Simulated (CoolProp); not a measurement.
Vapour-liquid equilibrium of isohexane (1) + ethanol (2) at 0.488 MPa; x and y are mole fractions of (1).

Computed with CoolProp (multi-fluid Helmholtz-energy mixture model, Lemmon 2006 and Schroeder 2014; pair parameters Bell 2016).

```json
[
 {"x": "0.05", "bubble temperature, mixture model (K)": "391.8", "bubble temperature, Raoult's law (K)": "397.4", "y, mixture model": "0.186", "y, Raoult's law": "0.055"},
 {"x": "0.2", "bubble temperature, mixture model (K)": "382.6", "bubble temperature, Raoult's law (K)": "396.8", "y, mixture model": "0.443", "y, Raoult's law": "0.218"},
 {"x": "0.35", "bubble temperature, mixture model (K)": "380.0", "bubble temperature, Raoult's law (K)": "396.2", "y, mixture model": "0.521", "y, Raoult's law": "0.376"},
 {"x": "0.5", "bubble temperature, mixture model (K)": "379.3", "bubble temperature, Raoult's law (K)": "395.5", "y, mixture model": "0.557", "y, Raoult's law": "0.530"},
 {"x": "0.65", "bubble temperature, mixture model (K)": "379.3", "bubble temperature, Raoult's law (K)": "394.8", "y, mixture model": "0.594", "y, Raoult's law": "0.678"},
 {"x": "0.8", "bubble temperature, mixture model (K)": "380.9", "bubble temperature, Raoult's law (K)": "394.0", "y, mixture model": "0.669", "y, Raoult's law": "0.820"},
 {"x": "0.95", "bubble temperature, mixture model (K)": "387.6", "bubble temperature, Raoult's law (K)": "393.2", "y, mixture model": "0.864", "y, Raoult's law": "0.956"}
]
```

The largest gap from Raoult's law is -16.2 K in bubble temperature, at x = 0.5. y crosses x between x = 0.5 and 0.65: the model has an azeotrope there.

Pair parameters are fitted to limited data, so mixtures are less certain than the pure fluids.
